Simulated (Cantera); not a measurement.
# Thermodynamics of halide evaporation, hydrolysis and transport, feed FeCl₃ + H₂O + H₂

Feed: 1 mol FeCl₃, 20 mol H₂O, 0.16 mol H₂, held at 675 °C and 1.00 bar.

These are equilibrium values from Cantera (NASA tables, ideal gas, pure condensed phases), not measurements of a reactor. Candidate condensed phases: Fe, FeCl₂, FeCl₃, FeO, Fe(OH)₂, Fe(OH)₃, Fe₂O₃, Fe₃O₄, H₂O; 22 gas species. The numbers say what is thermodynamically allowed, not how fast it happens.

```
Quantity                                   Result
-------------------------------------  ----------
x(H₂O)                                      0.862
x(HCl)                                      0.138
x(FeCl₂)                                  2.40e-5
x(H₂)                                     1.26e-5
x(FeCl₃)                                  1.59e-6
n(Fe₂O₃(s))                            0.0213 mol
n(Fe₃O₄(s))                             0.319 mol
gas amount                              21.66 mol
log10 activity of FeCl₂(s) (absent)         -2.51
log10 activity of Fe(OH)₂(s) (absent)       -6.05
log10 activity of Fe(α) (absent)            -6.93
```
